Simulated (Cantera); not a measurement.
Input (Python, Cantera) and output of one run.

```python
import numpy as np
import cantera as ct

gas_names = """
    AL ALH ALN AL2 H H2 N NH NH2 NH3 N2 N2H2 N2H4
""".split()
cond_names = """
    AL(cr) AL(L) ALN(s)
""".split()


# ... load() reads the species with a 1 bar reference pressure and builds the phases ...
atoms = {
    'Al': {'AL': 1},
    'N2': {'N': 2},
    'H2': {'H': 2},
}
top_T = {'ALN(s)': 2750}  # K; cautious upper limits of use, not melting points


# ... equilibrate(T, P, feed) seeds the gas with the atoms and calls Mixture.equilibrate('TP', solver="vcs", rtol=1e-11, max_steps=5000) ...
results = []
feed = {'Al': 1, 'N2': 2.6, 'H2': 37}  # mol
T = 1698  # K
P = 133.322  # Pa
mix = equilibrate(T, P, feed)
results.append((T, P, feed, dict(zip(mix.species_names, mix.species_moles))))
print(gas.report(threshold=0.0001))
for i in range(1, mix.n_phases):
    print(f"{mix.phase(i).name:16s} {mix.phase_moles(i):12.5e} mol")
```

Output:

```
       temperature   1698 K
          pressure   133.32 Pa
           density   3.2882e-05 kg/m^3
  mean mol. weight   3.482 kg/kmol
   phase of matter   gas

                          1 kg             1 kmol
                     ---------------   ---------------
          enthalpy        1.2753e+07        4.4406e+07  J
   internal energy        8.6986e+06        3.0288e+07  J
           entropy             69919        2.4345e+05  J/K
    Gibbs function       -1.0597e+08       -3.6898e+08  J
 heat capacity c_p            9527.2             33173  J/K
 heat capacity c_v            7139.3             24859  J/K

                      mass frac. Y      mole frac. X     chem. pot. / RT
                     ---------------   ---------------   ---------------
                AL          0.016095         0.0020771           -11.547
                 H         0.0011113         0.0038387           -12.827
                H2           0.54398           0.93954           -25.654
                N2           0.43845          0.054497           -35.932
     [   +9 minor]        0.00036072        4.4869e-05

AL(L)             0.00000e+00 mol
ALN(s)            9.16607e-01 mol
```

Equilibrium computed with Cantera from the NASA thermochemical tables; the gas is ideal and each condensed phase is pure.
